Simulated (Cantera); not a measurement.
Adiabatic ignition

An adiabatic, constant-pressure homogeneous reactor starts with H2 : O2 : N2 = 1 : 1 : 3.76 (molar parts), equivalence ratio 0.50, at 1550 K and 10.0 bar.

Computed with Cantera and the H2/O2 subset of GRI-Mech 3.0, which has no nitrogen chemistry. The hydrogen kinetics of GRI-Mech 3.0 are dated; newer H2 mechanisms differ, most at raised pressure.

```csv
t (s),T (K),x H2,x O2,x O,x H2O2,x OH,x HO2,x H
6.00e-6,2643,0.00298,0.0903,0.00369,1.52e-6,0.0156,2.70e-5,0.00108
1.60e-5,2660,0.00234,0.0908,0.00292,1.66e-6,0.0142,2.68e-5,0.000752
4.29e-5,2660,0.00234,0.0908,0.00292,1.66e-6,0.0142,2.68e-5,0.000752
0.000115,2660,0.00234,0.0908,0.00292,1.66e-6,0.0142,2.68e-5,0.000752
0.000307,2660,0.00234,0.0908,0.00292,1.66e-6,0.0142,2.68e-5,0.000752
0.000820,2660,0.00234,0.0908,0.00292,1.66e-6,0.0142,2.68e-5,0.000752
0.00219,2660,0.00234,0.0908,0.00292,1.66e-6,0.0142,2.68e-5,0.000752
0.00587,2660,0.00234,0.0908,0.00292,1.66e-6,0.0142,2.68e-5,0.000752
0.0157,2660,0.00234,0.0908,0.00292,1.66e-6,0.0142,2.68e-5,0.000752
0.0420,2660,0.00234,0.0908,0.00292,1.66e-6,0.0142,2.68e-5,0.000752
0.112,2660,0.00234,0.0908,0.00292,1.66e-6,0.0142,2.68e-5,0.000752
0.300,2660,0.00234,0.0908,0.00292,1.66e-6,0.0142,2.68e-5,0.000752
```
x: mole fraction; the columns are a selection and need not sum to one.

```yaml
time_of_steepest_temperature_rise: 1.32 µs
temperature at 0.300 s: 2660 K
equilibrium_temperature: 2660 K
x(H2) at 0.300 s: 0.00234 (gas-phase equilibrium 0.00234)
x(O2) at 0.300 s: 0.0908 (gas-phase equilibrium 0.0908)
x(O) at 0.300 s: 0.00292 (gas-phase equilibrium 0.00292)
```
